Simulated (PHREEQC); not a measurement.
**Copper plating or etch bath: an equilibrium model**

Consider water at 25 °C with 0.027 mol/kgw Cu(NO3)2 and 0.28 mol/kgw H2SO4. Closed to the air; pH follows from the charge balance.

The numbers come from PHREEQC with the ion-association model, wateq4f.dat.

Each row changes one thing in this solution. This is a speciation only: nothing precipitates in the calculation.

| case | pH | ionic strength (mol/kgw) |
|---|---|---|
| as made | 0.61 | 0.409 |
| Cu(NO3)2 left out | 0.62 | 0.342 |
| temperature from 25 to 5 °C | 0.59 | 0.429 |
| H2SO4 from 0.28 to 0.308 mol/kgw | 0.57 | 0.440 |
| H2SO4 left out | 4.52 | 0.0810 |
| 0.019 mol/kgw KCl added | 0.61 | 0.429 |
| diluted 100-fold with water | 2.35 | 0.00764 |

Away from 25 °C the constants follow the database's enthalpies or fits; those with neither stay at their 25 °C values.
